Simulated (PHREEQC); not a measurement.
A made-up water analysis in mg/L, 20 °C, pH 2.99, pe 10.6:

```json
[
 {"constituent": "Na", "mg/L": "87.5"},
 {"constituent": "K", "mg/L": "271"},
 {"constituent": "Ca", "mg/L": "288"},
 {"constituent": "Mg", "mg/L": "103"},
 {"constituent": "Cl", "mg/L": "417"},
 {"constituent": "S(6) as SO4", "mg/L": "1200"},
 {"constituent": "Fe(3)", "mg/L": "17.8"},
 {"constituent": "O(0) (dissolved oxygen)", "mg/L": "8.32"},
 {"constituent": "Li", "mg/L": "0.0651"}
]
```

Valence states are taken as typed.

All values are PHREEQC results (ion-association model, phreeqc.dat), not measurements.

The ionic strength comes out as 0.0463 mol/kgw. What activity coefficients do Fe(SO4)2-, Mg+2, NaSO4-, K+, Na+ get?

Fe(SO4)2- 0.83, Mg+2 0.50, NaSO4- 0.83, K+ 0.82, Na+ 0.83.

Precipitation was switched off in this run. Examples of supersaturated solids here: Jarosite-K, Hematite (slow to form). Others may be too.
